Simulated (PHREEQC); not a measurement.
Model water analysis in mg/L, 25 °C, pH 6.39, pe 2.1:

| constituent | mg/L |
|---|---|
| Na | 0.563 |
| K | 2.27 |
| Ca | 0.468 |
| Mg | 0.305 |
| Cl | 1.78 |
| S(6) as SO4 | 0.487 |
| Alkalinity as HCO3 | 4.5 |
| Li | 0.000152 |

Valence states are taken as typed.

Model: ion-association model, phreeqc.dat, run in PHREEQC.

No solid was allowed to form.

### Question
What charge-balance error does the model give?

### Answer
charge-balance error -1.2 %.

### Question
In which forms is C present?

### Answer
HCO3- 53 %, CO2 47 % of the C.
